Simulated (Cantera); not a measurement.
An isothermal, constant-pressure homogeneous reactor starts with H₂ : O₂ = 0.21 : 1 (molar parts), equivalence ratio 0.10, at 1275 K and 20.0 Torr.

Computed with Cantera and GRI-Mech 3.0 (53 species, 325 reactions). Radical loss at walls, strong at low pressure, is not modelled. The temperature is held fixed by assumption; the heat of reaction is taken as removed at once.

x: mole fraction; the columns are a selection and need not sum to one.

```
t (s)        x H₂   x O₂       x O    x HO₂     x H₂O
--------  -------  -----  --------  -------  --------
1.00e-6     0.174  0.826  2.66e-11  1.00e-9  1.06e-12
4.61e-6     0.174  0.826  5.14e-10        ?  9.18e-11
2.13e-5     0.174  0.826   8.56e-9        ?   6.31e-9
9.80e-5     0.174  0.826   3.21e-7        ?   6.46e-7
0.000452   0.0815  0.772    0.0295        ?    0.0669
0.00208   0.00588  0.745    0.0544        ?     0.153
0.00960   0.00139  0.796    0.0116        ?     0.183
0.0443    7.42e-5  0.809  0.000611        ?     0.189
0.204     5.27e-6  0.810   4.43e-5        ?     0.190
0.941     6.59e-7  0.810   5.64e-6        ?     0.190
4.34      1.27e-7  0.810   1.09e-6        ?     0.190
20.0      7.21e-8  0.810   6.22e-7        ?     0.190
```

Question: What belongs in the gaps?

Answer: 
- 4.61e-6, x HO₂: 4.61e-9
- 2.13e-5, x HO₂: 2.13e-8
- 9.80e-5, x HO₂: 9.97e-8
- 0.000452, x HO₂: 1.03e-5
- 0.00208, x HO₂: 1.38e-5
- 0.00960, x HO₂: 1.10e-5
- 0.0443, x HO₂: 2.15e-6
- 0.204, x HO₂: 2.37e-7
- 0.941, x HO₂: 4.79e-8
- 4.34, x HO₂: 3.84e-8
- 20.0, x HO₂: 4.50e-8
